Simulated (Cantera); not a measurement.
Stirred combustor or abatement burner

A perfectly stirred reactor is fed with C3H8 : O2 : N2 : H2O = 1 : 9.62 : 36.2 : 3 (molar parts), equivalence ratio 0.52, at 14.8 atm; it is adiabatic with a 525 K inlet, and is followed from long to short residence time, starting on the burning branch (τ in s: 0.042, 0.02, 0.0091, 0.0043, 0.002, 0.00092, 0.00043, 0.0002, 9.4e-05, 4.4e-05, 2e-05, 9.5e-06).

Cantera simulation using GRI-Mech 3.0 (53 species, 325 reactions); the numbers are that mechanism's predictions, not measurements. GRI-Mech 3.0 was tuned for natural gas; its chemistry of propane as a main component is partial and can be far from experiment. The pressure lies above the range GRI-Mech 3.0 was tuned for (to about 10 atm).

```tsv
τ (s)	T (K)	x C3H8	x O2	x H2O	x H	x HCN
0.042	1649	1.27e-6	0.0910	0.138	2.31e-7	8.61e-10
0.020	1647	2.37e-6	0.0911	0.138	4.35e-7	1.25e-9
0.0091	1645	4.57e-6	0.0912	0.137	8.74e-7	1.91e-9
0.0043	1639	8.66e-6	0.0916	0.137	1.72e-6	2.87e-9
0.0020	1629	1.74e-5	0.0922	0.137	3.40e-6	4.09e-9
0.00092	1603	4.18e-5	0.0940	0.136	6.53e-6	4.87e-9
0.00043	525	0.0201	0.193	0.0602	<1e-12	<1e-12
0.00020	525	0.0201	0.193	0.0602	<1e-12	<1e-12
9.4e-5	525	0.0201	0.193	0.0602	<1e-12	<1e-12
4.4e-5	525	0.0201	0.193	0.0602	<1e-12	<1e-12
2.0e-5	525	0.0201	0.193	0.0602	<1e-12	<1e-12
9.5e-6	525	0.0201	0.193	0.0602	<1e-12	<1e-12
```
x: mole fraction; the columns are a selection and need not sum to one.
